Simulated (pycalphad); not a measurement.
All values are pycalphad results on the COST 507 light-alloy database (1999) (1 atm), not direct measurements. The database dates from 1999; later assessments differ in places, in temperatures and in the compounds included. Phase fractions are per mole of atoms.

Task: Give the equilibrium state of Si-32.68C (wt.%) at 2040 K.

Result: CSI, fraction 0.937, with 30.0 C wt.%; GRAPHITE, fraction 0.063, with 100 C wt.%.

Database names, with the compositions (at.%) that they take in these runs: CSI: Si 50 C 50.
